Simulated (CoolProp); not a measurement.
A simple Rankine cycle with R245fa: condensing at 315.15 K, boiler at 0.79 MPa, turbine inlet 393.2 K, turbine efficiency 0.7, pump efficiency 0.7, no recuperator. Each further row changes one setting.

Model: reference Helmholtz-energy equation of state, Akasaka 2015, in CoolProp.

```json
[
 {"case": "as stated", "thermal efficiency (%)": "6.3", "net work (kJ/kg)": "15.9", "heat in (kJ/kg)": "252", "turbine exit temperature (K)": "370.7", "volume ratio over the turbine": "2.99"},
 {"case": "turbine inlet 413.2 K", "thermal efficiency (%)": "6.2", "net work (kJ/kg)": "17.0", "heat in (kJ/kg)": "274", "turbine exit temperature (K)": "391.2", "volume ratio over the turbine": "2.96"},
 {"case": "condensing temperature 307.15 K", "thermal efficiency (%)": "7.6", "net work (kJ/kg)": "19.9", "heat in (kJ/kg)": "263", "turbine exit temperature (K)": "365.8", "volume ratio over the turbine": "3.88"},
 {"case": "boiler pressure 0.553 MPa", "thermal efficiency (%)": "4.3", "net work (kJ/kg)": "11.1", "heat in (kJ/kg)": "255", "turbine exit temperature (K)": "378.8", "volume ratio over the turbine": "2.06"},
 {"case": "turbine efficiency 0.6", "thermal efficiency (%)": "5.4", "net work (kJ/kg)": "13.5", "heat in (kJ/kg)": "252", "turbine exit temperature (K)": "373.0", "volume ratio over the turbine": "3.01"}
]
```
